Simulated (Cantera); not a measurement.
## Thermal oxidation and active oxidation of silicon: Si + O2 + N2

Feed: 1 mol Si, 0.0066 mol O2, 55 mol N2, at 1.33 mbar.

Cantera equilibrium calculation (NASA polynomials, part measured and part estimated; ideal gas, pure solids and liquids). Candidate condensed phases: Si, SiO2, Si2N2O, Si3N4; 16 gas species. The tables' values for SiN are old estimates; treat these amounts as uncertain. Kinetics and transport are ignored.

From 1527 °C to 1652 °C the condensed part is Si(l). From 1677 °C to 1852 °C nothing is condensed. The main Si-bearing gas is Si throughout.

| T (°C) | x N2 | x Si | x SiO | x Si2N | n Si(l) |
|---|---|---|---|---|---|
| 1527 | 0.997 | 0.00238 | 0.000239 | 6.19e-5 | 0.844 |
| 1552 | 0.996 | 0.00341 | 0.000239 | 8.01e-5 | 0.784 |
| 1577 | 0.995 | 0.00484 | 0.000239 | 0.000103 | 0.699 |
| 1602 | 0.993 | 0.00679 | 0.000238 | 0.000131 | 0.583 |
| 1627 | 0.990 | 0.00946 | 0.000238 | 0.000166 | 0.425 |
| 1652 | 0.986 | 0.0131 | 0.000237 | 0.000209 | 0.211 |
| 1677 | 0.983 | 0.0166 | 0.000236 | 0.000227 | 0 |
| 1702 | 0.982 | 0.0169 | 0.000236 | 0.000158 | 0 |
| 1727 | 0.982 | 0.0170 | 0.000236 | 0.000110 | 0 |
| 1752 | 0.982 | 0.0172 | 0.000236 | 7.68e-5 | 0 |
| 1777 | 0.982 | 0.0172 | 0.000236 | 5.40e-5 | 0 |
| 1802 | 0.982 | 0.0173 | 0.000236 | 3.81e-5 | 0 |
| 1827 | 0.982 | 0.0174 | 0.000236 | 2.71e-5 | 0 |
| 1852 | 0.982 | 0.0174 | 0.000236 | 1.94e-5 | 0 |
x: gas mole fraction; n: condensed amount in mol.
